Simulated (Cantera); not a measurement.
Gas mixture: 45.8 % CO₂, 33.3 % H₂, 20.8 % CO, at 3750 Torr, frozen composition.

Cantera's kinetic-theory transport with the Lennard-Jones parameters of GRI-Mech 3.0, ideal gas; thermal conductivity in the multicomponent form.

D: mixture-averaged diffusion coefficient of that species in the mixture.

```tsv
T (K)	ρ (kg/m³)	cp (J/kg/K)	μ (µPa s)	λ (mW/m/K)	Pr	D (cm²/s) NO	D (cm²/s) N₂	D (cm²/s) NH₃
400	4.01	1304	20.4	61.4	0.433	0.0768	0.0782	0.0833
650	2.47	1440	29.9	92.5	0.466	0.178	0.181	0.208
900	1.78	1539	37.9	122	0.478	0.309	0.315	0.373
1150	1.40	1609	44.9	150	0.482	0.467	0.475	0.573
1400	1.15	1664	51.3	177	0.481	0.648	0.660	0.805
1650	0.972	1705	[?]	[?]	0.479	[?]	[?]	[?]
1900	0.844	1737	[?]	[?]	0.476	[?]	[?]	[?]
```

Problem. Some entries are withheld; supply them.

Solution. 
- 1650, μ (µPa s): 57.2
- 1650, λ (mW/m/K): 204
- 1650, D (cm²/s) NO: 0.852
- 1650, D (cm²/s) N₂: 0.868
- 1650, D (cm²/s) NH₃: 1.07
- 1900, μ (µPa s): 62.8
- 1900, λ (mW/m/K): 229
- 1900, D (cm²/s) NO: 1.08
- 1900, D (cm²/s) N₂: 1.10
- 1900, D (cm²/s) NH₃: 1.35
